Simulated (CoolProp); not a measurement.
R11 at 341.85 K and 16.9 MPa flows at 9.8 m/s in a round tube of 4.6 mm bore and 0.25 µm roughness, fully developed (64/Re and Nu = 3.66 if laminar; Colebrook and Gnielinski if turbulent). Each further row changes one setting.

Values from CoolProp's reference Helmholtz-energy equation of state, Jacobsen 1992.

```tsv
case	Reynolds number	Darcy friction factor	pressure drop (Pa/m)	heat-transfer coefficient (W/(m² K))	mass flow (kg/h)
as stated	181000	0.0164	243000	13800	835
velocity 19.6 m/s	362000	0.0146	866000	25300	1670
diameter 9.2 mm	362000	0.0143	106000	12400	3340
```

Viscosity comes from a separate model (Klein 1997), an estimate that may be off by 10 % or more. Thermal conductivity comes from a separate model (McLinden 2000), an estimate that may be off by 10 % or more.
